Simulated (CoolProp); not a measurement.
The fluid at 298.15 K and 0.0779 MPa expands adiabatically to 0.00527 MPa with isentropic efficiency 0.9. The same conditions are run with several fluids, on thermodynamics alone (safety and materials aside).

Model: reference Helmholtz-energy equation of state of each fluid (R1336mzz(E): Akasaka 2023; R22: Kamei 1995; R245fa: Akasaka 2015; R227EA: Lemmon 2016; cis-2-butene: Lemmon 2005), in CoolProp.

Task: Rank R1336mzz(E), R22, R245fa, R227EA, cis-2-butene by work (kJ/kg), highest first.

Result: cis-2-butene (91.2), R22 (56.0), R245fa (39.9), R1336mzz(E) (33.1), R227EA (32.1)

```json
[
 {"fluid": "R1336mzz(E)", "final temperature (K)": "254.2", "final density (kg/m³)": "0.410"},
 {"fluid": "R22", "final temperature (K)": "201.9", "final density (kg/m³)": "0.272"},
 {"fluid": "R245fa", "final temperature (K)": "246.8", "final density (kg/m³)": "0.346"},
 {"fluid": "R227EA", "final temperature (K)": "254.7", "final density (kg/m³)": "0.424"},
 {"fluid": "cis-2-butene", "final temperature (K)": "226.2", "final density (kg/m³)": "0.158"}
]
```
